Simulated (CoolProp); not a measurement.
Vapour-liquid equilibrium of carbon dioxide (1) + R152A (2) at -5.55 °C; x and y are mole fractions of (1).

Computed with CoolProp (multi-fluid Helmholtz-energy mixture model, Span 1996 and Outcalt 1996; pair parameters Bell 2016).

Q: Give the bubble pressure and the first vapour's composition at x = 0.05, 0.2, 0.35. Is there an azeotrope?

A: x = 0.05: 0.3387 MPa, y = 0.375; x = 0.2: 0.7177 MPa, y = 0.728; x = 0.35: 1.103 MPa, y = 0.841. No azeotrope shows between x = 0.05 and 0.95.

Pair parameters are fitted to limited data, so mixtures are less certain than the pure fluids.
